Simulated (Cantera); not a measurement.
## Reactions in the system H-N-O-P

Cantera with NASA thermochemical tables; ideal gases at 1 bar, condensed phases pure. Values are per mole of reaction as written; species without (g) are pure solids or liquids, kept so even where they would boil at 1 bar.

3 P4O10 + 12 NH3(g) = 10 O3(g) + 12 N(g) + 12 PH3(g)

```csv
T (K),ΔH° (kJ),ΔS° (J/K),ΔG° (kJ),log10 K
448,16731.5,3741.6,15055.3,-1755.34
473,16729.1,3736.4,14961.8,-1652.24
498,16726.3,3730.6,14868.4,-1559.50
523,16723.1,3724.3,14775.3,-1475.65
548,16719.4,3717.5,14682.2,-1399.46
573,16715.4,3710.3,14589.4,-1329.94
598,16711.0,3702.8,14496.7,-1266.25
623,16706.1,3694.8,14404.2,-1207.68
648,16700.9,3686.6,14312.0,-1153.65
673,16695.3,3678.1,14219.9,-1103.65
```
